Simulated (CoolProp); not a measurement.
Vapour-liquid equilibrium of benzene (1) + p-xylene (2) at 8.02 bar; x and y are mole fractions of (1).

The numbers come from the multi-fluid Helmholtz-energy mixture model, Thol 2012 and Zhou 2012; pair parameters Bell 2016 in CoolProp.

```
x     bubble temperature (°C)  y at the bubble point  dew temperature at overall composition x (°C)  liquid density (mol/L)
----  -----------------------  ---------------------  ---------------------------------------------  ----------------------
0.05                    232.0                  0.110                                          234.8                   6.165
0.2                     217.8                  0.389                                          227.7                   6.579
0.35                    205.1                  0.594                                          219.9                   7.004
0.5                     193.9                  0.741                                          211.2                   7.441
0.65                    184.3                  0.847                                          201.1                   7.895
0.8                     175.9                  0.925                                          188.8                   8.372
0.95                    168.6                  0.984                                          173.0                   8.880
```

No azeotrope shows between x = 0.05 and 0.95.

The pair parameters rest on a limited set of measurements; away from them the model extrapolates.
